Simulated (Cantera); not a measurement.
A freely propagating, adiabatic, planar premixed flame of 5.51 % CH4, 0.275 % C2H6, 16.0 % O2, 78.2 % N2, equivalence ratio 0.75, unburnt at 475 K and 1650 Torr; mixture-averaged transport, grid criteria slope 0.08 and curve 0.16, no radiation.

Cantera simulation using GRI-Mech 3.0 (53 species, 325 reactions); the numbers are that mechanism's predictions, not measurements. Burning velocities carry a grid error of a few per cent, more on coarse grids.

### Question
Predict: laminar burning velocity; thermal thickness; peak x(CH3); peak x(O).

### Answer
```
Property                      Value
------------------------  ---------
laminar burning velocity  21.6 cm/s
thermal thickness          0.428 mm
peak x(CH3)                0.000472
peak x(O)                   0.00107
```
